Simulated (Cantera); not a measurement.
Adiabatic ignition

An adiabatic, constant-pressure homogeneous reactor starts with 15.0 % H2, 17.8 % O2, 67.2 % N2, at 1625 K and 3.30 bar.

Detailed kinetics in Cantera: GRI-Mech 3.0 (53 species, 325 reactions). The hydrogen kinetics of GRI-Mech 3.0 are dated; newer H2 mechanisms differ, most at raised pressure.

```json
[
 {"t (s)": "2.00e-6", "T (K)": "1627", "x H2": "0.147", "x O2": "0.177", "x OH": "0.000444", "x NO2": "<1e-12", "x NO": "5.64e-10"},
 {"t (s)": "5.46e-6", "T (K)": "2092", "x H2": "0.0137", "x O2": "0.100", "x OH": "0.0227", "x NO2": "2.29e-8", "x NO": "3.30e-5"},
 {"t (s)": "1.49e-5", "T (K)": "2421", "x H2": "0.00629", "x O2": "0.103", "x OH": "0.0209", "x NO2": "9.11e-8", "x NO": "9.75e-5"},
 {"t (s)": "4.07e-5", "T (K)": "2553", "x H2": "0.00246", "x O2": "0.107", "x OH": "0.0147", "x NO2": "2.45e-7", "x NO": "0.000225"},
 {"t (s)": "0.000111", "T (K)": "2565", "x H2": "0.00208", "x O2": "0.107", "x OH": "0.0136", "x NO2": "5.23e-7", "x NO": "0.000487"},
 {"t (s)": "0.000304", "T (K)": "2564", "x H2": "0.00207", "x O2": "0.107", "x OH": "0.0136", "x NO2": "1.26e-6", "x NO": "0.00117"},
 {"t (s)": "0.000829", "T (K)": "2561", "x H2": "0.00206", "x O2": "0.106", "x OH": "0.0135", "x NO2": "3.15e-6", "x NO": "0.00294"},
 {"t (s)": "0.00226", "T (K)": "2555", "x H2": "0.00202", "x O2": "0.104", "x OH": "0.0132", "x NO2": "7.39e-6", "x NO": "0.00689"},
 {"t (s)": "0.00618", "T (K)": "2545", "x H2": "0.00196", "x O2": "0.101", "x OH": "0.0127", "x NO2": "1.37e-5", "x NO": "0.0128"},
 {"t (s)": "0.0169", "T (K)": "2540", "x H2": "0.00193", "x O2": "0.0996", "x OH": "0.0125", "x NO2": "1.70e-5", "x NO": "0.0160"},
 {"t (s)": "0.0461", "T (K)": "2539", "x H2": "0.00192", "x O2": "0.0995", "x OH": "0.0124", "x NO2": "1.72e-5", "x NO": "0.0162"},
 {"t (s)": "0.126", "T (K)": "2539", "x H2": "0.00192", "x O2": "0.0995", "x OH": "0.0124", "x NO2": "1.72e-5", "x NO": "0.0162"},
 {"t (s)": "0.344", "T (K)": "2539", "x H2": "0.00192", "x O2": "0.0995", "x OH": "0.0124", "x NO2": "1.72e-5", "x NO": "0.0162"},
 {"t (s)": "0.939", "T (K)": "2539", "x H2": "0.00192", "x O2": "0.0995", "x OH": "0.0124", "x NO2": "1.72e-5", "x NO": "0.0162"},
 {"t (s)": "2.56", "T (K)": "2539", "x H2": "0.00192", "x O2": "0.0995", "x OH": "0.0124", "x NO2": "1.72e-5", "x NO": "0.0162"},
 {"t (s)": "7.00", "T (K)": "2539", "x H2": "0.00192", "x O2": "0.0995", "x OH": "0.0124", "x NO2": "1.72e-5", "x NO": "0.0162"}
]
```
x: mole fraction; the columns are a selection and need not sum to one.

```yaml
time_of_steepest_temperature_rise: 3.17 µs
temperature at 7.00 s: 2539 K
equilibrium_temperature: 2539 K
x(H2) at 7.00 s: 0.00192 (gas-phase equilibrium 0.00192)
x(O2) at 7.00 s: 0.0995 (gas-phase equilibrium 0.0995)
x(OH) at 7.00 s: 0.0124 (gas-phase equilibrium 0.0124)
```
